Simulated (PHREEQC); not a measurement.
Consider water at 20 °C with 74 mmol/kgw K2CO3 and 0.0035 mmol/kgw CO2. Closed to the air; pH follows from the charge balance.

The numbers come from PHREEQC with the Pitzer model, pitzer.dat.

No solid was allowed to form.

Question: Predict the pH, density, osmotic coefficient.

Answer: pH 11.44; density 1.007 g/cm³; osmotic coefficient 0.839.

Question: In which forms is C present?

Answer: CO3-2 97 %, HCO3- 3.4 % of the C.

Complexes and solids missing from the database can't appear.
